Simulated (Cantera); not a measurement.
# Diamond growth

A diamond (100) surface in a fixed gas of H2 with x(CH4) = 0.029, x(H) = 0.00037, at 1325 K, 0.0300 bar; coverages are run to steady state.

Detailed kinetics in Cantera: the Harris–Goodwin 1993 mechanism for the reconstructed diamond (100) surface.

```json
[
 {"x(CH3)": "1e-06", "growth (µm/h)": "0.000783", "θ c6HH": "0.493", "θ c6H*": "0.0436", "θ c6*H": "0.447", "θ c6**": "0.0163", "θ c6HM": "5.24e-7"},
 {"x(CH3)": "2.8e-06", "growth (µm/h)": "0.00219", "θ c6HH": "0.493", "θ c6H*": "0.0436", "θ c6*H": "0.447", "θ c6**": "0.0163", "θ c6HM": "1.47e-6"},
 {"x(CH3)": "7.8e-06", "growth (µm/h)": "0.00610", "θ c6HH": "0.493", "θ c6H*": "0.0436", "θ c6*H": "0.447", "θ c6**": "0.0163", "θ c6HM": "4.08e-6"},
 {"x(CH3)": "2.2e-05", "growth (µm/h)": "0.0172", "θ c6HH": "0.493", "θ c6H*": "0.0435", "θ c6*H": "0.447", "θ c6**": "0.0162", "θ c6HM": "1.15e-5"},
 {"x(CH3)": "6.1e-05", "growth (µm/h)": "0.0474", "θ c6HH": "0.493", "θ c6H*": "0.0435", "θ c6*H": "0.447", "θ c6**": "0.0162", "θ c6HM": "3.19e-5"},
 {"x(CH3)": "0.00017", "growth (µm/h)": "0.131", "θ c6HH": "0.493", "θ c6H*": "0.0435", "θ c6*H": "0.446", "θ c6**": "0.0160", "θ c6HM": "8.87e-5"},
 {"x(CH3)": "0.00048", "growth (µm/h)": "0.356", "θ c6HH": "0.492", "θ c6H*": "0.0434", "θ c6*H": "0.445", "θ c6**": "0.0154", "θ c6HM": "0.000249"},
 {"x(CH3)": "0.0013", "growth (µm/h)": "0.886", "θ c6HH": "0.490", "θ c6H*": "0.0432", "θ c6*H": "0.443", "θ c6**": "0.0141", "θ c6HM": "0.000665"},
 {"x(CH3)": "0.0038", "growth (µm/h)": "2.08", "θ c6HH": "0.486", "θ c6H*": "0.0427", "θ c6*H": "0.438", "θ c6**": "0.0113", "θ c6HM": "0.00188"}
]
```
θ: site fractions in the mechanism's names (c6HH fully hydrogenated, c6H* and c6*H radical sites, c6** diradical, c6HM methylated).
